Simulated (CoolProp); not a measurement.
Computed with CoolProp (reference Helmholtz-energy equation of state, Lemmon 2005). It is a short technical equation, of lower accuracy than the large ones.

### Question
Give the vapour pressure (bar), liquid density (kg/m³), vapour density (kg/m³) of saturated trans-2-butene at 366.4 K.

### Answer
| T (K) | p (bar) | liquid density (kg/m³) | vapour density (kg/m³) |
|---|---|---|---|
| 366.4 | 13.2 | 503 | 31.9 |
